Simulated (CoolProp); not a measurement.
A closed Brayton cycle with carbon dioxide: compressor inlet 309.15 K and 8.1 MPa, high pressure 19.8 MPa, turbine inlet 970 K, compressor efficiency 0.8, turbine efficiency 0.93, recuperator effectiveness 0.95 (on enthalpy, no pinch check). Each further row changes one setting.

Values from CoolProp's reference Helmholtz-energy equation of state, Span 1996.

```json
[
 {"case": "as stated", "thermal efficiency (%)": "41.1", "net work (kJ/kg)": "116", "compressor to turbine work": "0.20", "compressor exit (K)": "358.4", "turbine exit (K)": "847.4"},
 {"case": "turbine inlet 920 K", "thermal efficiency (%)": "39.7", "net work (kJ/kg)": "108", "compressor to turbine work": "0.22", "compressor exit (K)": "358.4", "turbine exit (K)": "801.7"},
 {"case": "compressor inlet 319.15 K", "thermal efficiency (%)": "[?]", "net work (kJ/kg)": "101", "compressor to turbine work": "0.30", "compressor exit (K)": "[?]", "turbine exit (K)": "847.4"},
 {"case": "high pressure 16.8 MPa", "thermal efficiency (%)": "38.7", "net work (kJ/kg)": "97.1", "compressor to turbine work": "0.19", "compressor exit (K)": "[?]", "turbine exit (K)": "[?]"},
 {"case": "recuperator effectiveness 0.5", "thermal efficiency (%)": "21.4", "net work (kJ/kg)": "116", "compressor to turbine work": "0.20", "compressor exit (K)": "358.4", "turbine exit (K)": "847.4"}
]
```

Task: Some entries are withheld; supply them.

Result: 
- compressor inlet 319.15 K, thermal efficiency (%): 40.9
- compressor inlet 319.15 K, compressor exit (K): 391.4
- high pressure 16.8 MPa, compressor exit (K): 349.1
- high pressure 16.8 MPa, turbine exit (K): 869.3
